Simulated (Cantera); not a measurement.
A Cantera script and its output.

```python
import numpy as np
import cantera as ct

gas = ct.Solution("gri30.yaml")
gas.TPX = 1248, 101325, {'CH4': 1, 'H2O': 2, 'N2': 0.13}
reactor = ct.IdealGasConstPressureReactor(gas, energy="off", clone=False)
net = ct.ReactorNet([reactor])
net.rtol, net.atol = 1e-08, 1e-18
show = ['CH4', 'H2O', 'CH2O', 'CO2', 'HO2']
times = np.geomspace(4e-06, 200, 9)

steps = ct.SolutionArray(gas, extra=["t"])
rows = []
print(f"{'t/s':>10s}{'T/K':>9s}{'P/Pa':>11s}" + "".join(f"{s:>11s}" for s in show))
for t in times:
    while net.time < t:
        t_next = net.step()
        steps.append(gas.state, t=t_next)
    rows.append([np.interp(t, steps.t, y) for y in (steps.T, steps.P, *steps(*show).X.T)])
    print(f"{t:10.3e}{rows[-1][0]:9.1f}{rows[-1][1]:11.4g}" + "".join(f"{x:11.3e}" for x in rows[-1][2:]))
rate = np.gradient(steps.T, steps.t)
print("integrator steps:", len(steps.t))
if steps.T.max() > steps.T[0] + 200:
    print(f"time of steepest temperature rise: {steps.t[rate.argmax()]:.4e} s")
gas.TPX = 1248, 101325, {'CH4': 1, 'H2O': 2, 'N2': 0.13}
gas.equilibrate("TP")
print(f"equilibrium (TP): T = {gas.T:.1f} K  " + "  ".join(f"{s} {gas[s].X[0]:.3e}" for s in show))
```

It prints:

```
       t/s      T/K       P/Pa        CH4        H2O       CH2O        CO2        HO2
 4.000e-06   1248.0  1.013e+05  3.195e-01  6.390e-01  6.596e-19  1.396e-36  2.105e-27
 3.668e-05   1248.0  1.013e+05  3.195e-01  6.390e-01  3.414e-16  4.151e-31  4.428e-25
 3.364e-04   1248.0  1.013e+05  3.195e-01  6.390e-01  2.389e-13  6.021e-25  3.598e-22
 3.084e-03   1248.0  1.013e+05  3.195e-01  6.390e-01  1.217e-10  1.289e-18  1.677e-19
 2.828e-02   1248.0  1.013e+05  3.195e-01  6.390e-01  3.866e-09  1.732e-14  3.814e-19
 2.594e-01   1248.0  1.013e+05  3.192e-01  6.390e-01  6.541e-08  4.017e-11  9.424e-19
 2.378e+00   1248.0  1.013e+05  3.165e-01  6.381e-01  3.802e-07  8.702e-08  2.213e-18
 2.181e+01   1248.0  1.013e+05  2.915e-01  6.264e-01  3.919e-07  2.848e-05  1.862e-18
 2.000e+02   1248.0  1.013e+05  1.986e-01  5.701e-01  2.080e-07  5.282e-03  4.027e-18
integrator steps: 1246
equilibrium (TP): T = 1248.0 K  CH4 3.961e-05  H2O 1.661e-01  CH2O 4.942e-08  CO2 2.887e-02  HO2 7.958e-20
```

Cantera simulation using GRI-Mech 3.0 (53 species, 325 reactions); the numbers are that mechanism's predictions, not measurements.
